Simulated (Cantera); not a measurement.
Source: NASA polynomial tables (part measured, part estimated), evaluated in Cantera. Values are per mole of reaction as written; species without (g) are pure solids or liquids, kept so even where they would boil at 1 bar.

O2(g) + S → SO2(g), with ΔH° = -296.9 kJ and ΔS° = 10.9 J/K at 300 K.

Q: How far is the shortcut ΔG° ≈ ΔH°(300 K) − T·ΔS°(300 K) from the full temperature-dependent value at 523, 573, 623, 673, 723, 773 K?

A: 
| T (K) | shortcut (kJ) | full (kJ) | difference (kJ) | difference in log10 K | condensed phases |
|---|---|---|---|---|---|
| 523 | -302.6 | -300.8 | -1.8 | 0.18 | S(l) |
| 573 | -303.1 | -300.5 | -2.7 | 0.24 | S(l) |
| 623 | -303.7 | -300.1 | -3.6 | 0.30 | S(l) |
| 673 | -304.2 | -299.6 | -4.6 | 0.36 | S(l) |
| 723 | -304.7 | -299.1 | -5.6 | 0.41 | S(l) |
| 773 | -305.3 | -298.5 | -6.7 | 0.46 | S(l) |
The shortcut ignores heat capacities and the phase changes listed.
